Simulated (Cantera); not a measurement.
## Carbon deposition, reforming and gasification: C3H8 + NH3 + H2

A closed system holds: 1 mol C3H8, 0.46 mol NH3, 11 mol H2, equilibrated at 2.90 bar.

Method: chemical equilibrium by Gibbs-energy minimisation in Cantera with the NASA 1993 tables (ideal gas, pure condensed phases). Candidate condensed phases: C, C6H6, C7H8, C8H18; 110 gas species. Ions and electrons are included (thermal ionisation). Rates play no part.

```tsv
T (K)	log p H2	log p H	log p C	log p C2H2 (acetylene)	log p C2H	log p HCN	log p N2	n C(graphite)
2000	0.45	-2.56	-10.52	-2.66	-7.40	-2.31	-1.41	2.93
2500	0.44	-1.38	-6.78	-1.52	-4.49	-1.69	-1.52	2.53
3000	0.39	-0.61	-4.30	-0.82	-2.58	-1.40	-1.79	0.846
3500	0.26	-0.10	-2.73	-0.80	-1.66	-1.43	-1.96	0
4000	0.02	0.21	-1.70	-1.24	-1.36	-1.64	-2.02	0
4500	-0.37	0.35	-1.08	-2.12	-1.56	-2.04	-2.00	0
5000	-0.82	0.40	-0.76	-3.32	-2.16	-2.61	-1.98	0
```
log p: log10 of the partial pressure in bar; n: condensed amount in mol.

From 2000 K to 3000 K the condensed part is C(graphite). From 3500 K to 5000 K nothing is condensed. The main C-bearing gas is HCN at 2000 K and C at 5000 K.
